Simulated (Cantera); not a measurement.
Diamond growth

A diamond (100) surface in a fixed gas of H2 with x(CH4) = 0.0021, x(H) = 0.037, at 1023 K, 105 Torr; coverages are run to steady state.

Detailed kinetics in Cantera: the Harris–Goodwin 1993 mechanism for the reconstructed diamond (100) surface.

```json
[
 {"x(CH3)": "1e-06", "growth (µm/h)": "0.0829", "θ c6HH": "0.576", "θ c6H*": "0.0215", "θ c6*H": "0.391", "θ c6**": "0.0117", "θ c6HM": "1.35e-5"},
 {"x(CH3)": "2.4e-06", "growth (µm/h)": "0.199", "θ c6HH": "0.576", "θ c6H*": "0.0215", "θ c6*H": "0.391", "θ c6**": "0.0117", "θ c6HM": "3.24e-5"},
 {"x(CH3)": "5.9e-06", "growth (µm/h)": "0.489", "θ c6HH": "0.576", "θ c6H*": "0.0215", "θ c6*H": "0.391", "θ c6**": "0.0117", "θ c6HM": "7.97e-5"},
 {"x(CH3)": "1.4e-05", "growth (µm/h)": "1.16", "θ c6HH": "0.576", "θ c6H*": "0.0215", "θ c6*H": "0.391", "θ c6**": "0.0117", "θ c6HM": "0.000189"},
 {"x(CH3)": "3.5e-05", "growth (µm/h)": "2.90", "θ c6HH": "0.575", "θ c6H*": "0.0215", "θ c6*H": "0.391", "θ c6**": "0.0117", "θ c6HM": "0.000472"},
 {"x(CH3)": "8.4e-05", "growth (µm/h)": "6.95", "θ c6HH": "0.575", "θ c6H*": "0.0215", "θ c6*H": "0.390", "θ c6**": "0.0117", "θ c6HM": "0.00113"},
 {"x(CH3)": "0.0002", "growth (µm/h)": "16.5", "θ c6HH": "0.574", "θ c6H*": "0.0214", "θ c6*H": "0.390", "θ c6**": "0.0116", "θ c6HM": "0.00269"},
 {"x(CH3)": "0.00049", "growth (µm/h)": "40.2", "θ c6HH": "0.571", "θ c6H*": "0.0213", "θ c6*H": "0.387", "θ c6**": "0.0115", "θ c6HM": "0.00655"},
 {"x(CH3)": "0.0012", "growth (µm/h)": "96.9", "θ c6HH": "0.563", "θ c6H*": "0.0210", "θ c6*H": "0.382", "θ c6**": "0.0113", "θ c6HM": "0.0158"}
]
```
θ: site fractions in the mechanism's names (c6HH fully hydrogenated, c6H* and c6*H radical sites, c6** diradical, c6HM methylated).
